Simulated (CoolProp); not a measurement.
Vapour-liquid equilibrium of R245fa (1) + isopentane (2) at 340.6 K; x and y are mole fractions of (1).

Values from CoolProp's multi-fluid Helmholtz-energy mixture model, Akasaka 2015 and Lemmon 2006; pair parameters Bell 2016.

| x | bubble pressure (MPa) | y at the bubble point | dew pressure at overall composition x (MPa) | liquid density (mol/L) |
|---|---|---|---|---|
| 0.05 | 0.3990 | 0.187 | 0.3491 | 7.896 |
| 0.2 | 0.5417 | 0.457 | 0.4045 | 7.934 |
| 0.35 | 0.6201 | 0.572 | 0.4771 | 7.994 |
| 0.5 | 0.6579 | 0.637 | 0.5707 | 8.098 |
| 0.65 | 0.6730 | 0.686 | 0.6636 | 8.270 |
| 0.8 | 0.6692 | 0.748 | 0.6539 | 8.534 |
| 0.95 | 0.6161 | 0.893 | 0.5908 | 8.903 |

y crosses x between x = 0.65 and 0.8: the model has an azeotrope there.

The pair parameters rest on a limited set of measurements; away from them the model extrapolates.
